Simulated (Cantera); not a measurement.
A closed system holds: 1 mol Si, 4.2 mol F2, at 1023 K and 0.750 Torr.

Method: chemical equilibrium by Gibbs-energy minimisation in Cantera with the NASA 1993 tables (ideal gas, pure condensed phases). Candidate condensed phases: Si; 9 gas species. Kinetics and transport are ignored.

### Question
What is the equilibrium state?

### Answer
- x(F): 0.768
- x(SiF4): 0.192
- x(F2): 0.0393
- gas amount: 5.196 mol
- log10 activity of Si(s) (absent): -69.87
